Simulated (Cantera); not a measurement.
Input: 1 mol Al, 280 mol NH3, 120 mol H2, held at 0.0975 Torr.

Method: chemical equilibrium by Gibbs-energy minimisation in Cantera with the NASA 1993 tables (ideal gas, pure condensed phases). Candidate condensed phases: Al, AlN; 13 gas species. Equilibrium is a limit: real reactors are often held back by kinetics, nucleation or transport.

Q: Which condensed phases are stable at each of these points (T (°C)): 477, 577, 677, 777, 877, 977, 1077, 1177, 1277, 1377?

A: 
```tsv
T (°C)	condensed phases	Al condensed (%)
477	AlN(s)	100.0
577	AlN(s)	100.0
677	AlN(s)	100.0
777	AlN(s)	100.0
877	AlN(s)	100.0
977	AlN(s)	100.0
1077	AlN(s)	100.0
1177	AlN(s)	98.9
1277	AlN(s)	67.1
1377	gas only	0.0
```

From 477 °C to 1277 °C the condensed part is AlN(s). At 1377 °C nothing is condensed.
